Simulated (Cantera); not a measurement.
Catalytic stagnation flow on Pt

A jet of CH4 : O2 : N2 = 0.087 : 0.17 : 0.79 (molar parts), equivalence ratio 1.0 at 300 K and 0.0300 bar hits a platinum plate 3.6 cm away at a mass flux of 0.022 kg/m²/s; the plate temperature is set and raised in steps from an oxygen-covered start.

Computed with Cantera and Deutschmann's 1995 Pt surface mechanism with GRI-Mech 3.0 gas chemistry. Catalytic surfaces can have several steady states; this one follows from the mechanism file's or the stated starting coverage.

```json
[
 {"plate T (K)": "850", "wall x CH4": "0.0695", "wall x O2": "0.133", "wall x H2O": "0.0258", "wall x OH": "1.54e-8", "wall x CO": "2.14e-5", "wall x CO2": "0.0168", "θ free Pt": "0.186", "θ O*": "0.813", "θ OH*": "0.000909"},
 {"plate T (K)": "900", "wall x CH4": "0.0579", "wall x O2": "0.108", "wall x H2O": "0.0476", "wall x OH": "6.16e-8", "wall x CO": "2.62e-5", "wall x CO2": "0.0312", "θ free Pt": "0.268", "θ O*": "0.730", "θ OH*": "0.00112"},
 {"plate T (K)": "950", "wall x CH4": "0.0453", "wall x O2": "0.0810", "wall x H2O": "0.0712", "wall x OH": "1.99e-7", "wall x CO": "2.99e-5", "wall x CO2": "0.0468", "θ free Pt": "0.362", "θ O*": "0.637", "θ OH*": "0.00121"},
 {"plate T (K)": "1000", "wall x CH4": "0.0343", "wall x O2": "0.0578", "wall x H2O": "0.0913", "wall x OH": "5.39e-7", "wall x CO": "3.30e-5", "wall x CO2": "0.0603", "θ free Pt": "0.462", "θ O*": "0.536", "θ OH*": "0.00118"},
 {"plate T (K)": "1050", "wall x CH4": "0.0262", "wall x O2": "0.0406", "wall x H2O": "0.106", "wall x OH": "1.26e-6", "wall x CO": "3.71e-5", "wall x CO2": "0.0704", "θ free Pt": "0.564", "θ O*": "0.435", "θ OH*": "0.00107"}
]
```
x: mole fraction at the wall; θ: surface coverage.
